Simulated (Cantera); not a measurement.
Input: 1 mol CH2F2, 0.026 mol F2, 8.2 mol H2, equilibrated at 2575 °C and 143 Torr.

Cantera equilibrium calculation (NASA polynomials, part measured and part estimated; ideal gas, pure solids and liquids). Candidate condensed phases: C, C6H6, C7H8, C8H18; 95 gas species. Rates play no part.

Base state: H2 0.617, HF 0.183, H 0.174, C2H2 (acetylene) 0.0241, C2H 0.000929, C4H2 0.000392, C3 0.000297, F 0.000239 (mole fractions); condensed: C(graphite).

Problem. What changes in the equilibrium state with this change: temperature from 2575 °C to 3175 °C?

Solution. 
| species | before | after |
|---|---|---|
| H | 0.174 | 0.590 |
| H2 | 0.617 | 0.241 |
| HF | 0.183 | 0.133 |
| C2H2 (acetylene) | 0.0241 | 0.00878 |
| C | 5.82e-5 | 0.00472 |
| C2 | 2.93e-5 | 0.00215 |
| C(graphite), mol | 0.406 | 0 |

Problem. What changes in the equilibrium state with this change: temperature from 2575 °C to 1152 °C?

Solution. 
```csv
species,before,after
H2,0.617,0.799
HF,0.183,0.201
CH4,6.69e-6,0.000457
H,0.174,1.40e-5
C2H2 (acetylene),0.0241,2.82e-6
C2H,0.000929,<1e-9
C4H2,0.000392,<1e-9
C3,0.000297,<1e-9
F,0.000239,<1e-9
C,5.82e-5,<1e-9
"C(graphite), mol",0.406,0.995
```

Problem. What changes in the equilibrium state with this change: CH2F2 replaced by CF4?

Solution. 
| species | before | after |
|---|---|---|
| H2 | 0.617 | 0.463 |
| HF | 0.183 | 0.365 |
| H | 0.174 | 0.151 |
| C2H2 (acetylene) | 0.0241 | 0.0181 |
| F | 0.000239 | 0.000551 |
| CF | 1.98e-5 | 4.57e-5 |
| CH3 | 3.11e-5 | 2.03e-5 |
| C4H2 | 0.000392 | 0.000295 |
| C(graphite), mol | 0.406 | 0.554 |
